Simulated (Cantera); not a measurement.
Charge: 1 mol SiHCl3, 16 mol NH3, 3.5 mol H2, at 1.33 mbar.

These are equilibrium values from Cantera (NASA tables, ideal gas, pure condensed phases), not measurements of a reactor. Candidate condensed phases: NH4Cl, Si, Si3N4; 28 gas species. Gases not in the tables: Si2H6 and higher silanes. Equilibrium is a limit: real reactors are often held back by kinetics, nucleation or transport.

Which condensed phases are stable at each of these points (T (K)): 800, 900, 1000, 1100, 1200, 1300, 1400, 1500, 1600, 1700, 1800, 1900, 2000, 2100?


```csv
T (K),condensed phases,Si condensed (%)
800,Si3N4(s),99.9
900,Si3N4(s),100.0
1000,Si3N4(s),100.0
1100,Si3N4(s),100.0
1200,Si3N4(s),99.8
1300,Si3N4(s),98.6
1400,Si3N4(s),92.9
1500,Si3N4(s),75.9
1600,Si(s),49.0
1700,Si(l),46.0
1800,Si(l),41.2
1900,Si(l),13.9
2000,gas only,0.0
2100,gas only,0.0
```

From 800 K to 1500 K the condensed part is Si3N4(s). At 1600 K the condensed part is Si(s). From 1700 K to 1900 K the condensed part is Si(l). From 2000 K to 2100 K nothing is condensed.
